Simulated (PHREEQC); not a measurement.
# Acid mine or pickling water: an equilibrium model

Model water analysis in mmol/kgw, 92 °C, pH 3.41, pe 9.6:

| constituent | mmol/kgw |
|---|---|
| Na | 3.84 |
| K | 2.38 |
| Ca | 1.57 |
| Mg | 0.0332 |
| Cl | 3.84 |
| S(6) | 3.18 |
| Mn(2) | 0.193 |
| Fe(3) | 0.00637 |

Valence states are taken as typed.

Model: ion-association model, phreeqc.dat, run in PHREEQC.

Each row changes one thing in this solution. No solid was allowed to form.

| case | ionic strength (mol/kgw) | SO4-2 (mol/kgw) | Ca+2 (mol/kgw) | HSO4- (mol/kgw) | Mn+2 (mol/kgw) | Mg+2 (mol/kgw) | SI of Jarosite-K (KFe3(SO4)2(OH)6) | SI of Gypsum (CaSO4:2H2O) |
|---|---|---|---|---|---|---|---|---|
| as made | 0.0130 | 0.00236 | 0.00128 | 0.000353 | 0.000134 | 1.83e-5 | -0.90 | -1.16 |
| Mg from 0.0332 to 0.0996 mmol/kgw | 0.0131 | 0.00234 | 0.00128 | 0.000350 | … | 5.52e-5 | -0.91 | -1.17 |
| all concentrations times 4 at the same typed pH | 0.0478 | 0.00852 | 0.00445 | 0.000983 | 0.000425 | 5.32e-5 | … | -0.36 |
| K from 2.38 to 7.14 mmol/kgw | 0.0153 | 0.00231 | … | … | 0.000138 | … | -0.50 | -1.20 |

Problem. What belongs in the gaps?

Solution. 
- Mg from 0.0332 to 0.0996 mmol/kgw, Mn+2 (mol/kgw): 0.000135
- all concentrations times 4 at the same typed pH, SI of Jarosite-K (KFe3(SO4)2(OH)6): +2.05
- K from 2.38 to 7.14 mmol/kgw, Ca+2 (mol/kgw): 0.00130
- K from 2.38 to 7.14 mmol/kgw, HSO4- (mol/kgw): 0.000335
- K from 2.38 to 7.14 mmol/kgw, Mg+2 (mol/kgw): 1.91e-5

Some of these states are supersaturated (in Hematite (slow to form), Goethite (slow to form), Jarosite-K, for instance). At this temperature some constants are extrapolated from 25 °C, and those without enthalpy data are left unchanged.
